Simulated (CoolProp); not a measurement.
Saturation properties of carbon dioxide (Tc = 31.0 °C, pc = 73.77 bar, ω = 0.224).

Values from CoolProp's reference Helmholtz-energy equation of state, Span 1996.

| T (°C) | p (bar) | liquid density (kg/m³) | surface tension (mN/m) | vapour viscosity (µPa s) | liquid conductivity (mW/(m K)) |
|---|---|---|---|---|---|
| -45.45 | 8.175 | 1137 | 13.9 | 11.5 | 163 |
| -38.95 | 10.44 | 1112 | 12.4 | 11.8 | 155 |
| -32.55 | 13.09 | 1086 | 11.0 | 12.2 | 148 |
| -26.15 | 16.21 | 1059 | 9.66 | 12.5 | 140 |
| -19.65 | 19.91 | 1030 | 8.30 | 13.0 | 132 |
| -13.25 | 24.12 | 999.4 | 7.01 | 13.4 | 125 |
| -6.85 | 28.94 | 966.3 | 5.76 | 13.9 | 117 |
| -0.35 | 34.53 | 929.5 | 4.55 | 14.5 | 110 |
| 6.05 | 40.77 | 889.0 | 3.41 | 15.3 | 102 |
| 12.45 | 47.82 | 842.3 | 2.35 | 16.2 | 94.2 |

Viscosity comes from a separate model (Laesecke 2017). Thermal conductivity comes from a separate model (Huber 2016). Surface tension comes from a separate correlation (Mulero 2012).
